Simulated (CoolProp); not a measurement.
R22 at several states: fugacity coefficient from the reference equation and from simpler models built on Tc = 369.3 K, pc = 4.990 MPa, ω = 0.221; each cubic takes its own stable root.

The numbers come from the reference Helmholtz-energy equation of state, Kamei 1995 in CoolProp.

```tsv
T (K)	p (MPa)	phase	reference	Soave-Redlich-Kwong	Peng-Robinson
327.1	0.323	gas	0.9665	0.9677	0.9650
307.8	0.258	gas	0.9671	0.9690	0.9667
377	0.0259	gas	0.9983	0.9983	0.9982
239.6	0.123	gas	0.9625	0.9697	0.9685
```
